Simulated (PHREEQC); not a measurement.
Solution (20 °C): 0.0031 mol/kgw RbCl, 3.6e-05 mol/kgw KBr, 0.00093 mol/kgw NiCl2 and 9.8e-05 mol/kgw NaBF4. Closed to the air; pH follows from the charge balance.

Equilibrium calculation in PHREEQC: ion-association model, wateq4f.dat.

Each row changes one thing in this solution. This is a speciation only: nothing precipitates in the calculation.

```tsv
case	pH	SI of Halite (NaCl)
as made	3.70	-7.96
NiCl2 from 0.00093 to 0.00102 mol/kgw	3.70	[?]
RbCl from 0.0031 to 0.00465 mol/kgw	3.70	[?]
NiCl2 from 0.00093 to 0.000465 mol/kgw	3.70	[?]
0.00034 mol/kgw H4SiO4 added	3.70	-7.96
NiCl2 replaced by SrCl2 at the same molality	3.70	-7.96
```

### Question
Some entries are withheld; supply them.

### Answer

- NiCl2 from 0.00093 to 0.00102 mol/kgw, SI of Halite (NaCl): -7.94
- RbCl from 0.0031 to 0.00465 mol/kgw, SI of Halite (NaCl): -7.85
- NiCl2 from 0.00093 to 0.000465 mol/kgw, SI of Halite (NaCl): -8.04

Some of these states are supersaturated (in Quartz (slow to form), Chalcedony (slow to form), for instance). SiF6-2 is the database's only silicon fluoride. Real BF4- forms and hydrolyses slowly; the run takes it at equilibrium.
